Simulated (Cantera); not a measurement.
Charge: 1 mol Ta(OEt)₅, 0.76 mol CH₄, 160 mol H₂, equilibrated at 0.133 bar.

Cantera equilibrium calculation (NASA polynomials, part measured and part estimated; ideal gas, pure solids and liquids). Candidate condensed phases: C, C₆H₆, C₇H₈, C₈H₁₈, H₂O, Ta, TaC, Ta₂O₅; 113 gas species. The feed counts by its element totals alone. TaC: taken at fixed stoichiometry. Condensed phases not in the tables: Ta₂C. The numbers say what is thermodynamically allowed, not how fast it happens.

Over these rows the condensed part is C(graphite) + TaC(s). Partial pressures as log10 of bar:

```csv
T (K),1000/T (1/K),log p H₂O,log p H₂,log p CO
1248,0.8013,-5.13,-0.89,-2.43
1448,0.6906,?,-0.89,-2.43
1648,0.6068,-6.50,-0.89,-2.43
1848,0.5411,-6.96,-0.89,-2.43
2048,0.4883,-7.33,-0.89,-2.43
2248,0.4448,-7.64,-0.90,-2.43
```

Fit log p(H₂O) = a + b·(1000/T) to the five rows, give the apparent enthalpy, and predict the row at 1448 K.

Means: 1000/T = 0.5765, log p = -6.712. Sxy = 0.547562, Sxx = 0.0778304, so b = 7.04 and a = -6.712 − (7.04)×0.5765 = -10.77.
Apparent enthalpy: −19.145 × (7.04) = -135 kJ/mol. With the condensed phases at unit activity, H₂(g) + CO(g) = H₂O(g) + C(graphite) links this pressure to the main gases: over the six rows their terms move log p by -0.01 in all, so the slope is close to that reaction's ΔH°. The five rows lie within 0.01 of the line.
Prediction at 1448 K: -10.77 + (7.04)×0.6906 = -5.91. The computed value is -5.91, 0.00 from the line.
